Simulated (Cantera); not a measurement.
A Cantera script and what it prints.

```python
import numpy as np
import cantera as ct

gas_names = [...]  # 113 gases of nasa_gas.yaml made of C, Cu, H, O
cond_names = """
    C(gr) C6H6(L) C7H8(L) C8H18(L),n-octa Cu(cr) Cu(L) CuO(s) CuO2H2(s) Cu2O(s) Cu2O(L) H2O(s) H2O(L)
""".split()


# ... load() reads the species with a 1 bar reference pressure and builds the phases ...
atoms = {
    'CuO': {'Cu': 1, 'O': 1},
    'CO': {'C': 1, 'O': 1},
    'H2': {'H': 2},
}
top_T = {'C(gr)': 4500, 'CuO(s)': 1390}  # K; cautious upper limits of use, not melting points


# ... equilibrate(T, P, feed) seeds the gas with the atoms and calls Mixture.equilibrate('TP', solver="vcs", rtol=1e-11, max_steps=5000) ...
results = []
feed = {'CuO': 1, 'CO': 5.2, 'H2': 0.24}  # mol
T = 2075  # K
P = 270  # Pa
mix = equilibrate(T, P, feed)
results.append((T, P, feed, dict(zip(mix.species_names, mix.species_moles))))
print(gas.report(threshold=1e-06))
for i in range(1, mix.n_phases):
    print(f"{mix.phase(i).name:16s} {mix.phase_moles(i):12.5e} mol")
```

It prints:

```
       temperature   2075 K
          pressure   270 Pa
           density   0.00054626 kg/m^3
  mean mol. weight   34.905 kg/kmol
   phase of matter   gas

                          1 kg             1 kmol
                     ---------------   ---------------
          enthalpy       -4.8416e+05         -1.69e+07  J
   internal energy       -9.7843e+05       -3.4152e+07  J
           entropy            9013.1         3.146e+05  J/K
    Gibbs function       -1.9186e+07        -6.697e+08  J
 heat capacity c_p            1076.9             37588  J/K
 heat capacity c_v            838.65             29273  J/K

                      mass frac. Y      mole frac. X     chem. pot. / RT
                     ---------------   ---------------   ---------------
                CO           0.53558           0.66742           -40.554
               CO2           0.17253           0.13684           -62.611
                Cu           0.28141           0.15458           -10.933
               CuO        1.7409e-05        7.6391e-06            -32.99
               Cu2        0.00014726        4.0443e-05           -21.866
                 H        0.00019161         0.0066351           -14.801
                H2        0.00096765          0.016754           -29.602
               H2O         0.0086044          0.016671           -51.659
                 O        9.8113e-05        0.00021405           -22.057
                OH        0.00036715        0.00075353           -36.858
                O2        8.3468e-05        9.1051e-05           -44.114
     [ +102 minor]        4.8532e-09        5.3515e-09

C(gr)             0.00000e+00 mol
Cu(L)             0.00000e+00 mol
Cu2O(L)           0.00000e+00 mol
```

These are equilibrium values from Cantera (NASA tables, ideal gas, pure condensed phases), not measurements of a reactor.
